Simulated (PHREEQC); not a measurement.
Silver or lead bath

Make-up at 25 °C: 3.2 mmol/kgw Pb(NO3)2. Closed to the air; pH follows from the charge balance.

Equilibrium calculation in PHREEQC: ion-association model, phreeqc.dat.

Each row changes one thing in this solution. Precipitation was switched off in this run.

```json
[
 {"case": "as made", "pH": "5.18", "ionic strength (mol/kgw)": "0.00922"},
 {"case": "Pb(NO3)2 from 0.0032 to 0.00032 mol/kgw", "pH": "5.63", "ionic strength (mol/kgw)": "0.000953"},
 {"case": "temperature from 25 to 60 °C", "pH": "5.18", "ionic strength (mol/kgw)": "(withheld)"},
 {"case": "Pb(NO3)2 from 0.0032 to 0.032 mol/kgw", "pH": "4.67", "ionic strength (mol/kgw)": "(withheld)"},
 {"case": "diluted 5-fold with water", "pH": "5.49", "ionic strength (mol/kgw)": "0.00190"},
 {"case": "diluted 2-fold with water", "pH": "5.31", "ionic strength (mol/kgw)": "0.00469"},
 {"case": "Pb(NO3)2 replaced by HNO3 at the same molality", "pH": "(withheld)", "ionic strength (mol/kgw)": "0.00320"},
 {"case": "Pb(NO3)2 from 0.0032 to 0.00064 mol/kgw", "pH": "5.49", "ionic strength (mol/kgw)": "0.00190"},
 {"case": "0.00031 mol/kgw KCl added", "pH": "5.18", "ionic strength (mol/kgw)": "(withheld)"}
]
```

Task: Some entries are withheld; supply them.

Result: 
- temperature from 25 to 60 °C, ionic strength (mol/kgw): 0.00923
- Pb(NO3)2 from 0.0032 to 0.032 mol/kgw, ionic strength (mol/kgw): 0.0805
- Pb(NO3)2 replaced by HNO3 at the same molality, pH: 2.52
- 0.00031 mol/kgw KCl added, ionic strength (mol/kgw): 0.00949

Species that the database lacks are ignored. Some of these states are supersaturated (in Pb(OH)2, for instance). Constants without temperature data keep their 25 °C values here.
